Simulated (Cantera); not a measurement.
Gas mixture: 100 % N2O, at 0.540 bar, frozen composition.

Cantera's kinetic-theory transport with the Lennard-Jones parameters of GRI-Mech 3.0, ideal gas; thermal conductivity in the multicomponent form. The composition is frozen, though it would react at the higher temperatures.

D: mixture-averaged diffusion coefficient of that species in the mixture.

```
T (K)  ρ (kg/m³)  cp (J/kg/K)  μ (µPa s)  λ (mW/m/K)     Pr  D (cm²/s) CH4  D (cm²/s) H  D (cm²/s) OH
-----  ---------  -----------  ---------  ----------  -----  -------------  -----------  ------------
400        0.715        970.3       19.5        25.3  0.746          0.545          ___         0.771
600        0.476         1101       27.3        40.4  0.744           1.13          ___          1.56
800        0.357         1192       34.0        54.7  0.742           1.85          ___          2.55
1000       0.286         1255       40.0        67.9  0.740           2.71          ___          3.72
1200       0.238         1294       45.5        79.8  0.738           3.70          ___          5.05
1400       0.204         1327       50.5        91.0  0.736           4.79          ___          6.53
```

Problem. Some entries are withheld; supply them.

Solution. 
- 400, D (cm²/s) H: 3.12
- 600, D (cm²/s) H: 6.43
- 800, D (cm²/s) H: 10.6
- 1000, D (cm²/s) H: 15.5
- 1200, D (cm²/s) H: 21.1
- 1400, D (cm²/s) H: 27.4
